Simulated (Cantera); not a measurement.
Cantera run:

```python
import numpy as np
import cantera as ct

gas_names = [...]  # 109 gases of nasa_gas.yaml made of C, Cl, H, Si
cond_names = """
    C(gr) C6H6(L) C7H8(L) C8H18(L),n-octa Si(cr) Si(L) SiC(b)
""".split()


# ... load() reads the species with a 1 bar reference pressure and builds the phases ...
atoms = {
    'SiCl4': {'Si': 1, 'CL': 4},
    'C2H4': {'C': 2, 'H': 4},
    'H2': {'H': 2},
    'HCl': {'H': 1, 'CL': 1},
}
top_T = {'C(gr)': 4500, 'SiC(b)': 3050}  # K; cautious upper limits of use, not melting points


# ... equilibrate(T, P, feed) seeds the gas with the atoms and calls Mixture.equilibrate('TP', solver="vcs", rtol=1e-11, max_steps=5000) ...
results = []
feed = {'SiCl4': 1, 'C2H4': 0.18, 'H2': 4.9, 'HCl': 0.033}  # mol
P = 510  # Pa
for T in [1800, 1850, 1900, 1950, 2000, 2050, 2100, 2150, 2200, 2250, 2300]:
    mix = equilibrate(T, P, feed)
    results.append((T, P, feed, dict(zip(mix.species_names, mix.species_moles))))
    x = sorted(zip(gas.X, gas.species_names), reverse=True)
    print(f"T = {T:g} K  P = {P:g} Pa  gas = {mix.phase_moles(0):.4g} mol")
    print("   x: " + "  ".join(f"{s} {v:.3e}" for v, s in x if v > 0.0001))
    print("   condensed (mol): " + ("  ".join(f"{mix.phase(i).name} {mix.phase_moles(i):.4g}"
          for i in range(1, mix.n_phases) if mix.phase_moles(i) > 1e-12) or "none"))
```

Result:

```
T = 1800 K  P = 510 Pa  gas = 7.309 mol
   x: H2 5.334e-01  HCL 3.734e-01  SiCL2 8.565e-02  H 3.662e-03  CL 1.962e-03  SiCL3 1.578e-03  SiCL 2.086e-04
   condensed (mol): SiC(b) 0.3599
T = 1850 K  P = 510 Pa  gas = 7.321 mol
   x: H2 5.318e-01  HCL 3.724e-01  SiCL2 8.563e-02  H 5.501e-03  CL 2.927e-03  SiCL3 1.273e-03  SiCL 3.401e-04  Si 1.438e-04
   condensed (mol): SiC(b) 0.3598
T = 1900 K  P = 510 Pa  gas = 7.339 mol
   x: H2 5.295e-01  HCL 3.709e-01  SiCL2 8.533e-02  H 8.086e-03  CL 4.274e-03  SiCL3 1.035e-03  SiCL 5.390e-04  Si 3.001e-04
   condensed (mol): SiC(b) 0.3597
T = 1950 K  P = 510 Pa  gas = 7.363 mol
   x: H2 5.263e-01  HCL 3.689e-01  SiCL2 8.466e-02  H 1.165e-02  CL 6.118e-03  SiCL3 8.464e-04  SiCL 8.310e-04  Si 6.014e-04
   condensed (mol): SiC(b) 0.3593
T = 2000 K  P = 510 Pa  gas = 7.397 mol
   x: H2 5.219e-01  HCL 3.663e-01  SiCL2 8.347e-02  H 1.645e-02  CL 8.600e-03  SiCL 1.246e-03  Si 1.157e-03  SiCL3 6.946e-04
   condensed (mol): SiC(b) 0.3587
T = 2050 K  P = 510 Pa  gas = 7.444 mol
   x: H2 5.157e-01  HCL 3.632e-01  SiCL2 8.156e-02  H 2.281e-02  CL 1.189e-02  Si 2.136e-03  SiCL 1.813e-03  SiCL3 5.703e-04  C2H2,acetylene 1.188e-04
   condensed (mol): SiC(b) 0.3573
T = 2100 K  P = 510 Pa  gas = 7.509 mol
   x: H2 5.071e-01  HCL 3.596e-01  SiCL2 7.866e-02  H 3.107e-02  CL 1.621e-02  Si 3.770e-03  SiCL 2.554e-03  SiCL3 4.665e-04  C2H2,acetylene 2.144e-04  Si2C 1.542e-04  SiH 1.040e-04
   condensed (mol): SiC(b) 0.3545
T = 2150 K  P = 510 Pa  gas = 7.598 mol
   x: H2 4.955e-01  HCL 3.553e-01  SiCL2 7.452e-02  H 4.157e-02  CL 2.181e-02  Si 6.341e-03  SiCL 3.467e-03  C2H2,acetylene 3.898e-04  SiCL3 3.783e-04  Si2C 3.121e-04  SiC2 2.037e-04  SiH 1.558e-04
   condensed (mol): SiC(b) 0.3486
T = 2200 K  P = 510 Pa  gas = 7.721 mol
   x: H2 4.803e-01  HCL 3.499e-01  SiCL2 6.905e-02  H 5.466e-02  CL 2.897e-02  Si 1.015e-02  SiCL 4.526e-03  C2H2,acetylene 7.187e-04  Si2C 5.957e-04  SiC2 5.698e-04  SiCL3 3.025e-04  SiH 2.224e-04
   condensed (mol): SiC(b) 0.3354
T = 2250 K  P = 510 Pa  gas = 7.888 mol
   x: H2 4.611e-01  HCL 3.421e-01  H 7.062e-02  SiCL2 6.245e-02  CL 3.792e-02  Si 1.555e-02  SiCL 5.692e-03  SiC2 1.556e-03  C2H2,acetylene 1.335e-03  Si2C 1.078e-03  SiH 3.035e-04  SiCL3 2.372e-04
   condensed (mol): SiC(b) 0.3055
T = 2300 K  P = 510 Pa  gas = 8.145 mol
   x: H2 4.400e-01  HCL 3.214e-01  H 8.989e-02  SiCL2 5.910e-02  CL 4.729e-02  Si 2.624e-02  SiCL 7.661e-03  SiC2 3.622e-03  Si2C 2.132e-03  C2H2,acetylene 1.901e-03  SiH 4.565e-04  SiCL3 1.888e-04
   condensed (mol): C(gr) 0.08037  SiC(b) 0.1716
```

Cantera equilibrium calculation (NASA polynomials, part measured and part estimated; ideal gas, pure solids and liquids). The tables' values for SiCl, SiCl3 are old estimates; treat these amounts as uncertain. Gases not in the tables: Si2H6 and higher silanes.
